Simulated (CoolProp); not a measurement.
Ammonia along the isotherm 435.4 K: Z from the reference equation and from simpler models built on Tc = 405.6 K, pc = 11.36 MPa, ω = 0.256; each cubic takes its own stable root.

Computed with CoolProp (reference Helmholtz-energy equation of state, Gao 2020).

| p (MPa) | phase | reference | Redlich-Kwong | Soave-Redlich-Kwong |
|---|---|---|---|---|
| 0.0539 | gas | 0.9986 | 0.9987 | 0.9987 |
| 0.0871 | gas | 0.9978 | 0.9979 | 0.9979 |
| 0.141 | gas | 0.9964 | 0.9966 | 0.9967 |
| 0.227 | gas | 0.9943 | 0.9944 | 0.9946 |
| 0.367 | gas | 0.9907 | 0.9910 | 0.9913 |
| 0.593 | gas | 0.9849 | 0.9854 | 0.9860 |
| 0.959 | gas | 0.9755 | 0.9763 | 0.9772 |
| 1.55 | gas | (withheld) | 0.9614 | 0.9628 |
| 2.5 | gas | 0.9347 | 0.9368 | (withheld) |
| 4.04 | gas | 0.8918 | 0.8954 | (withheld) |
| 6.53 | gas | 0.8171 | 0.8231 | 0.8313 |
| 10.6 | gas | 0.6753 | 0.6838 | 0.7029 |
| 17 | supercritical | 0.3787 | 0.4070 | 0.4592 |

Question: Complete the blanks.

Answer: 
- 1.55, reference: 0.9601
- 2.5, Soave-Redlich-Kwong: 0.9393
- 4.04, Soave-Redlich-Kwong: 0.8997
